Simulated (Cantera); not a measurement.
**Catalytic combustion on Pt**

An isothermal plug-flow reactor at 625 K and 190000 Pa (inlet), inlet velocity 0.42 m/s, active area per volume 2000 1/m; feed H2 : O2 : N2 = 0.0034 : 0.16 : 0.79 (molar parts), equivalence ratio 0.011.

Computed with Cantera and Deutschmann's 1995 Pt surface mechanism with GRI-Mech 3.0 gas chemistry. Catalytic surfaces can have several steady states; this one follows from the mechanism file's or the stated starting coverage. Mass transfer to the wall is taken as infinitely fast.

| z (m) | x H2 | x O2 | x H2O | θ free Pt | θ O* | θ OH* |
|---|---|---|---|---|---|---|
| 0.00025 | 0.00156 | 0.167 | 0.00201 | 0.0157 | 0.981 | 0.00302 |
| 0.00042 | 0.00113 | 0.167 | 0.00244 | 0.0114 | 0.986 | 0.00271 |
| 0.00071 | 0.000762 | 0.167 | 0.00281 | 0.00778 | 0.990 | 0.00233 |
| 0.0012 | 0.000491 | 0.167 | 0.00308 | 0.00510 | 0.993 | 0.00194 |
| 0.002 | 0.000307 | 0.166 | 0.00326 | 0.00332 | 0.995 | 0.00159 |
| 0.0033 | 0.000186 | 0.166 | 0.00339 | 0.00222 | 0.996 | 0.00132 |
| 0.0055 | 0.000105 | 0.166 | 0.00347 | 0.00154 | 0.997 | 0.00111 |
| 0.0092 | 5.18e-5 | 0.166 | 0.00352 | 0.00117 | 0.998 | 0.000969 |
| 0.015 | 2.14e-5 | 0.166 | 0.00355 | 0.000987 | 0.998 | 0.000892 |
| 0.025 | 5.57e-6 | 0.166 | 0.00357 | 0.000902 | 0.998 | 0.000854 |
x: gas mole fraction; θ: surface coverage.
